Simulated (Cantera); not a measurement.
Charge: 1 mol Ti, 0.071 mol O2, 3.2 mol H2, equilibrated at 0.000220 bar.

Cantera equilibrium calculation (NASA polynomials, part measured and part estimated; ideal gas, pure solids and liquids). Candidate condensed phases: H2O, Ti, TiO, TiO2, Ti2O3, Ti3O5, Ti4O7; 12 gas species. Mutual solubility and eutectic melting of coexisting phases are not modelled. TiO: taken at fixed stoichiometry. Condensed phases not in the tables: N, O or C dissolved in the metal. Rates play no part. All values below are at 1848 K.

Base state: H2 0.960, H 0.0350, Ti 0.00490, TiO 0.000206 (mole fractions); condensed: Ti(β) + TiO(s).

### Question
What changes in the equilibrium state with this change: pressure from 0.000220 bar to 0.000630 bar?

### Answer
| species | before | after |
|---|---|---|
| H2 | 0.960 | 0.977 |
| H | 0.0350 | 0.0209 |
| Ti | 0.00490 | 0.00171 |
| TiO | 0.000206 | 7.20e-5 |
| Ti(β), mol | 0.842 | 0.852 |
| TiO(s), mol | 0.141 | 0.142 |
